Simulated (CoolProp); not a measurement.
A Linde-Hampson liquefier for dry air: isothermal reversible compression at 200 K from 1 atm to 40 MPa, throttling to 1 atm, return gas leaving the recuperator 10 K below the feed. Each further row changes one setting.

Values from CoolProp's reference Helmholtz-energy equation of state, Lemmon 2000. It is a pseudo-pure fit of the blend.

```csv
case,liquid yield per pass,compression work (kJ/kg of gas)
as stated,0.258,323
high pressure 80 MPa,0.196,___
warm-end temperature 230 K,0.187,___
warm-end gap 15 K,___,323
```

Task: Fill in the missing entries.

Result: 
- high pressure 80 MPa, compression work (kJ/kg of gas): 385
- warm-end temperature 230 K, compression work (kJ/kg of gas): 384
- warm-end gap 15 K, liquid yield per pass: 0.245
